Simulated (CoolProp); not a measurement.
c-C4F8 (RC318) at 298.15 K and 8.48 MPa flows at 1.5 m/s in a round tube of 2 mm bore and 0.25 µm roughness, fully developed (64/Re and Nu = 3.66 if laminar; Colebrook and Gnielinski if turbulent). Each further row changes one setting.

Values from CoolProp's reference Helmholtz-energy equation of state, Platzer 1990. This equation is an older, rougher fit; its heat capacities, sound speeds and derivatives of the liquid may be far off and weren't checked against measurements.

```json
[
 {"case": "as stated", "Reynolds number": "10600", "Darcy friction factor": "0.0306", "pressure drop (Pa/m)": "26700", "heat-transfer coefficient (W/(m² K))": "2870", "mass flow (kg/h)": "26.3"},
 {"case": "velocity 3 m/s", "Reynolds number": "21100", "Darcy friction factor": "0.0258", "pressure drop (Pa/m)": "89900", "heat-transfer coefficient (W/(m² K))": "5390", "mass flow (kg/h)": "52.5"},
 {"case": "diameter 4 mm", "Reynolds number": "21100", "Darcy friction factor": "0.0257", "pressure drop (Pa/m)": "11200", "heat-transfer coefficient (W/(m² K))": "2690", "mass flow (kg/h)": "105"}
]
```

Viscosity comes from a separate model (Huber 2003), an estimate that may be off by 10 % or more. Thermal conductivity comes from a separate model (Huber 2003), an estimate that may be off by 10 % or more.
